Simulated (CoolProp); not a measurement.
Vapour pressure (MPa) of acetone: the reference equation beside estimates from Tc = 235.0 °C, pc = 4.692 MPa, ω = 0.307.

Values from CoolProp's reference Helmholtz-energy equation of state, Lemmon 2006. It is a short technical equation, of lower accuracy than the large ones.

```tsv
T (°C)	reference	Lee-Kesler	van der Waals	Redlich-Kwong
20.25	0.02494	0.02345	0.3256	0.06351
27.25	0.03383	0.03211	0.3742	0.08217
34.35	0.04533	0.04340	0.4284	0.1051
41.35	0.05958	0.05750	0.4867	0.1323
48.35	0.07723	0.07509	0.5503	0.1644
55.35	0.09884	0.09675	0.6192	0.2020
62.45	0.1254	0.1235	0.6947	0.2463
69.45	0.1568	0.1553	0.7749	0.2967
76.45	0.1941	0.1931	0.8611	0.3542
```

Absolute difference from the reference over all 9 rows, mean and median: Lee-Kesler 3.0 and 2.8 %, van der Waals 678.3 and 612.5 %, Redlich-Kwong 115.2 and 112.9 %.
